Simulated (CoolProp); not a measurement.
Aqueous propylene glycol as a coolant, 19 % by mass, freezing at -6.7 °C, 1 atm.

Computed with CoolProp (Melinder's fits for secondary coolants).

```json
[
 {"T (°C)": "-2", "viscosity (mPa s)": "4.49", "cp (kJ/(kg K))": "…", "density (kg/m³)": "1019", "conductivity (W/(m K))": "0.473"},
 {"T (°C)": "6.3", "viscosity (mPa s)": "…", "cp (kJ/(kg K))": "3.960", "density (kg/m³)": "1018", "conductivity (W/(m K))": "0.482"},
 {"T (°C)": "14.6", "viscosity (mPa s)": "2.34", "cp (kJ/(kg K))": "3.977", "density (kg/m³)": "1016", "conductivity (W/(m K))": "0.491"},
 {"T (°C)": "22.9", "viscosity (mPa s)": "1.79", "cp (kJ/(kg K))": "…", "density (kg/m³)": "1013", "conductivity (W/(m K))": "0.500"},
 {"T (°C)": "31.2", "viscosity (mPa s)": "1.41", "cp (kJ/(kg K))": "4.010", "density (kg/m³)": "1010", "conductivity (W/(m K))": "0.509"},
 {"T (°C)": "39.5", "viscosity (mPa s)": "1.15", "cp (kJ/(kg K))": "4.027", "density (kg/m³)": "1006", "conductivity (W/(m K))": "0.517"}
]
```

Task: Some entries are withheld; supply them.

Result: 
- -2, cp (kJ/(kg K)): 3.944
- 6.3, viscosity (mPa s): 3.17
- 22.9, cp (kJ/(kg K)): 3.993
